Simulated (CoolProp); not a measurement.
Vapour pressure (kPa) of hexamethyldisiloxane (MM): the reference equation beside estimates from Tc = 518.7 K, pc = 1931 kPa, ω = 0.418. Clausius-Clapeyron is anchored at 321.3 K with a constant enthalpy of vaporisation of 35.45 kJ/mol.

The numbers come from the reference Helmholtz-energy equation of state, Thol 2016 in CoolProp.

| T (K) | reference | Clausius-Clapeyron | van der Waals |
|---|---|---|---|
| 251.9 | 0.3084 | 0.4199 | 43.93 |
| 275.1 | 1.531 | 1.750 | 79.16 |
| 298.2 | 5.590 | 5.814 | (withheld) |
| 321.3 | 16.25 | 16.25 | 201.2 |
| 344.4 | (withheld) | 39.58 | 294.0 |
| 367.5 | 84.43 | 86.18 | 411.6 |
| 390.7 | 161.9 | 171.6 | (withheld) |
| 413.8 | 284.6 | (withheld) | (withheld) |

Problem. Some entries are withheld; supply them.

Solution. 
- 298.2, van der Waals: 130.5
- 344.4, reference: 39.66
- 390.7, van der Waals: 556.9
- 413.8, Clausius-Clapeyron: 315.6
- 413.8, van der Waals: 730.8

Absolute difference from the reference over all 8 rows, mean and median: Clausius-Clapeyron 9.2 and 5.0 %, van der Waals 3002.2 and 889.7 %.
